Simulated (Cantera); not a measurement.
An isothermal, constant-pressure homogeneous reactor starts with CH4 : H2 = 1 : 54 (molar parts), at 1898 K and 0.510 bar. Integrator tolerance rtol = 1e-08.

Computed with Cantera and GRI-Mech 3.0 (53 species, 325 reactions). GRI-Mech 3.0 stops at C3 and has no aromatics, soot or wall deposition, so with more carbon than oxygen in the feed, carbon stays in small species such as C2H2 where larger ones or solid carbon would form.

**Question.** What does this change do: pressure from 0.510 bar to 0.000250 bar?

**Answer.** 
```csv
quantity,before,after
x(CH4) at 1.00 s,0.00132 (gas-phase equilibrium 0.00132),0.0171 (gas-phase equilibrium 6.19e-7)
x(H2) at 1.00 s,0.989 (gas-phase equilibrium 0.989),0.980 (gas-phase equilibrium 0.943)
x(H) at 1.00 s,0.00110 (gas-phase equilibrium 0.00110),0.00204 (gas-phase equilibrium 0.0484)
x(C2H6) at 1.00 s,2.03e-8 (gas-phase equilibrium 2.03e-8),2.29e-7 (gas-phase equilibrium <1e-12)
x(C2H) at 1.00 s,1.18e-7 (gas-phase equilibrium 1.18e-7),4.31e-9 (gas-phase equilibrium 5.78e-6)
x(C2H4) at 1.00 s,5.06e-5 (gas-phase equilibrium 5.06e-5),2.52e-5 (gas-phase equilibrium 2.51e-8)
x(CH3) at 1.00 s,2.92e-5 (gas-phase equilibrium 2.91e-5),0.000707 (gas-phase equilibrium 6.33e-7)
```
Radical loss at walls, strong at low pressure, is not modelled.
